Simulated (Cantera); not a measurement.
What does this Cantera script print?

```python
import numpy as np
import cantera as ct

gas_names = """
    CL CL2 H HCL H2 Si SiCL SiCL2 SiCL3 SiCL4 SiH SiHCL3 SiH2 SiH2CL2 SiH3 SiH3CL SiH4 Si2 Si3
""".split()
cond_names = """
    Si(cr) Si(L)
""".split()


def load(file, names, dense=False):
    # The tables refer to 1 bar. Condensed volumes are neglected.
    table = {s.name: s for s in ct.Species.list_from_file(file)}
    out = []
    for n in names:
        d = dict(table[n].input_data)
        d["thermo"] = dict(d["thermo"], **{"reference-pressure": 1e5})
        if dense:
            d["equation-of-state"] = {"model": "constant-volume", "density": "1e6 g/cm^3"}
        out.append(ct.Species.from_dict(d))
    return out


gas = ct.Solution(thermo="ideal-gas", species=load("nasa_gas.yaml", gas_names))
cond = {s.name: ct.Solution(thermo="fixed-stoichiometry", species=[s], name=s.name)
        for s in load("nasa_condensed.yaml", cond_names, dense=True)}
atoms = {
    'SiHCl3': {'Si': 1, 'H': 1, 'CL': 3},
    'HCl': {'H': 1, 'CL': 1},
    'H2': {'H': 2},
}
top_T = {}  # K; cautious upper limits of use, not melting points


def equilibrate(T, P, feed):
    n = {}
    for name, mol in feed.items():
        for a, k in atoms[name].items():
            n[a] = n.get(a, 0.0) + k * mol
    gas.TPX = T, P, n
    mass = sum(n.values()) * gas.mean_molecular_weight
    gas.equilibrate("TP")
    valid = [c for c in cond.values() if c.min_temp <= T <= top_T.get(c.name, c.max_temp)]
    mix = ct.Mixture([(gas, mass / gas.mean_molecular_weight)] + [(c, 0.0) for c in valid])
    mix.T, mix.P = T, P
    mix.equilibrate("TP", solver="vcs", rtol=1e-11, max_steps=5000)
    return mix


results = []
feed = {'SiHCl3': 1, 'HCl': 0.7, 'H2': 3.1}  # mol
T = 975  # K
for P in [100, 460, 2100, 9600, 44000, 200000]:
    mix = equilibrate(T, P, feed)
    results.append((T, P, feed, dict(zip(mix.species_names, mix.species_moles))))
    x = sorted(zip(gas.X, gas.species_names), reverse=True)
    print(f"T = {T:g} K  P = {P:g} Pa  gas = {mix.phase_moles(0):.4g} mol")
    print("   x: " + "  ".join(f"{s} {v:.3e}" for v, s in x if v > 0.001))
    print("   condensed (mol): " + ("  ".join(f"{mix.phase(i).name} {mix.phase_moles(i):.4g}"
          for i in range(1, mix.n_phases) if mix.phase_moles(i) > 1e-12) or "none"))
```

Output:

```
T = 975 K  P = 100 Pa  gas = 4.947 mol
   x: H2 7.651e-01  SiCL4 1.566e-01  HCL 5.355e-02  SiHCL3 1.279e-02  SiCL2 6.050e-03  SiCL3 5.784e-03
   condensed (mol): Si(cr) 0.103
T = 975 K  P = 460 Pa  gas = 4.908 mol
   x: H2 7.764e-01  SiCL4 1.602e-01  HCL 3.705e-02  SiHCL3 1.920e-02  SiCL3 4.019e-03  SiCL2 2.854e-03
   condensed (mol): Si(cr) 0.08437
T = 975 K  P = 2100 Pa  gas = 4.877 mol
   x: H2 7.827e-01  SiCL4 1.593e-01  SiHCL3 2.805e-02  HCL 2.541e-02  SiCL3 2.737e-03  SiCL2 1.332e-03
   condensed (mol): Si(cr) 0.06392
T = 975 K  P = 9600 Pa  gas = 4.848 mol
   x: H2 7.849e-01  SiCL4 1.542e-01  SiHCL3 4.008e-02  HCL 1.726e-02  SiCL3 1.827e-03  SiH2CL2 1.091e-03
   condensed (mol): Si(cr) 0.04096
T = 975 K  P = 44000 Pa  gas = 4.818 mol
   x: H2 7.837e-01  SiCL4 1.449e-01  SiHCL3 5.595e-02  HCL 1.161e-02  SiH2CL2 2.262e-03  SiCL3 1.192e-03
   condensed (mol): Si(cr) 0.01395
T = 975 K  P = 200000 Pa  gas = 4.802 mol
   x: H2 7.821e-01  SiCL4 1.395e-01  SiHCL3 6.484e-02  HCL 9.618e-03  SiH2CL2 3.157e-03
   condensed (mol): none
```

Cantera equilibrium calculation (NASA polynomials, part measured and part estimated; ideal gas, pure solids and liquids). The tables' values for SiCl3 are old estimates; treat these amounts as uncertain.
